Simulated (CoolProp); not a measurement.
Vapour-liquid equilibrium of p-xylene (1) + n-nonane (2) at 0.00556 MPa; x and y are mole fractions of (1).

Model: multi-fluid Helmholtz-energy mixture model, Zhou 2012 and Lemmon 2006; pair parameters Bell 2016, in CoolProp.

```csv
x,bubble temperature (K),y at the bubble point,dew temperature at overall composition x (K),liquid density (mol/L)
0.05,339.4,0.089,339.8,5.398
0.15,337.7,0.241,338.7,5.591
0.25,336.3,0.370,337.6,5.795
0.35,335.0,0.482,336.5,6.012
0.45,333.8,0.582,335.4,6.241
0.55,332.7,0.673,334.2,6.486
0.65,331.7,0.756,333.0,6.747
0.75,330.7,0.832,331.8,7.027
0.85,329.8,0.903,330.5,7.327
0.95,328.9,0.969,329.2,7.649
```

No azeotrope shows between x = 0.05 and 0.95.

The pair parameters rest on a limited set of measurements; away from them the model extrapolates.
